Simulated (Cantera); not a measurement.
A closed system holds: 1 mol BN, 49 mol HCl, 0.96 mol H2, at 2023.15 K and 0.100 bar.

Cantera equilibrium calculation (NASA polynomials, part measured and part estimated; ideal gas, pure solids and liquids). Candidate condensed phases: B, BN, NH4Cl; 21 gas species. The tables' values for BCl2, BCl are old estimates; treat these amounts as uncertain. Gases not in the tables: BHCl2. The numbers say what is thermodynamically allowed, not how fast it happens.

Base state: HCl 0.897, H2 0.0545, Cl 0.0172, BCl3 0.0166, N2 0.00989, BCl2 0.00220, H 0.00140, BCl 0.00101 (mole fractions); condensed: gas only.

Task: What changes in the equilibrium state with this change: pressure from 0.100 bar to 1.00 bar?

Result: 
```
species   before     after
-------  -------  --------
HCl        0.897     0.913
H2        0.0545    0.0513
BCl3      0.0166    0.0191
Cl        0.0172   0.00569
BCl      0.00101  0.000106
H        0.00140  0.000430
BCl2     0.00220  0.000763
```

Task: What changes in the equilibrium state with this change: temperature from 2023.15 K to 925 K?

Result: 
| species | before | after |
|---|---|---|
| HCl | 0.897 | 0.973 |
| H2 | 0.0545 | 0.0232 |
| BCl3 | 0.0166 | 0.00265 |
| Cl | 0.0172 | 5.07e-9 |
| BCl2 | 0.00220 | <1e-9 |
| H | 0.00140 | <1e-9 |
| BN(s), mol | 0 | 0.867 |

Task: What changes in the equilibrium state with this change: temperature from 2023.15 K to 848 K?

Result: 
```csv
species,before,after
HCl,0.897,0.978
H2,0.0545,0.0208
BCl3,0.0166,0.00107
Cl,0.0172,<1e-9
BCl2,0.00220,<1e-9
H,0.00140,<1e-9
BCl,0.00101,<1e-9
Cl2,4.54e-5,<1e-9
N2,0.00989,0.000533
"BN(s), mol",0,0.947
```
